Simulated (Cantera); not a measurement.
Input: 1 mol FeS2, 0.8 mol SO2, 0.14 mol H2O, at 1127 °C and 0.460 bar.

Method: chemical equilibrium by Gibbs-energy minimisation in Cantera with the NASA 1993 tables (ideal gas, pure condensed phases). Candidate condensed phases: Fe, FeO, Fe(OH)2, Fe(OH)3, FeS, FeSO4, FeS2, Fe2O3, Fe2(SO4)3, Fe3O4, H2O, H2SO4, S; 22 gas species. FeS: taken at fixed stoichiometry. The numbers say what is thermodynamically allowed, not how fast it happens.

Base state: SO2 0.555, S2 0.331, H2O 0.0862, S2O 0.0137, H2S 0.00789, H2 0.00331, SO 0.00294, SH 0.000350 (mole fractions); condensed: FeS(s).

### Question
What changes in the equilibrium state with this change: pressure from 0.460 bar to 40.0 mbar?

### Answer
| species | before | after |
|---|---|---|
| SO2 | 0.555 | 0.554 |
| S2 | 0.331 | 0.335 |
| H2O | 0.0862 | 0.0865 |
| S2O | 0.0137 | 0.00749 |
| H2S | 0.00789 | 0.00435 |
| S | 9.96e-6 | 3.40e-5 |
| H2 | 0.00331 | 0.00615 |
| SO | 0.00294 | 0.00543 |
| FeS(s), mol | 1.00 | 1.00 |
